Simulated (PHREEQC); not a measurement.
HF is added in steps, without added water, to 1 kg of water holding 0.01 mol TMAH, 7.8e-07 mol H4SiO4 and 0.018 mol K2CO3, at 15 °C. Oxygen alone is held at its pressure in air (log pO2 = -0.68). No CO2 enters from the air. Solids allowed: SiO2(a). Others were left out.

Base run: PHREEQC, ion-association model, wateq4f.dat. Each further column changes one thing. The table gives pH.

```
HF added (mol)   base  database phreeqc.dat  metal-ligand complexes left out  all activity coefficients set to 1  Debye-Hückel limiting law
--------------  -----  --------------------  -------------------------------  ----------------------------------  -------------------------
0               12.25                 12.25                            12.25                               12.36                      12.22
0.00825         11.62                 11.62                            11.62                               11.75                      11.58
0.0165          10.41                 10.41                            10.41                               10.66                      10.30
0.02475          9.53                  9.53                             9.53                                9.77                       9.44
0.033            6.75                  6.75                             6.75                                6.83                       6.73
0.04125          5.90                  5.90                             5.90                                5.98                       5.87
0.0495           4.19                  4.18                             4.19                                4.28                       4.17
0.0605           3.60                  3.57                             3.60                                3.68                       3.58
0.06875          3.41                  3.36                             3.41                                3.50                       3.39
0.077            3.28                  3.22                             3.28                                3.37                       3.27
0.08525          3.18                  3.11                             3.18                                3.27                       3.17
0.0935           3.11                  3.02                             3.11                                3.19                       3.09
0.1017           3.04                  2.94                             3.04                                3.13                       3.03
0.11             2.99                  2.87                             2.99                                3.07                       2.97
```

(CH3)4N+ isn't in the database: it is added as a free cation with an ion size of 4 Å. wateq4f.dat counts part of the HF as a dimer, H2F2, which phreeqc.dat doesn't know; its constant is uncertain. SiF6-2 is the database's only silicon fluoride. phreeqc.dat and wateq4f.dat share most of their constants, so their agreement is no independent check. Solids allowed in the column 'database phreeqc.dat': Chalcedony.
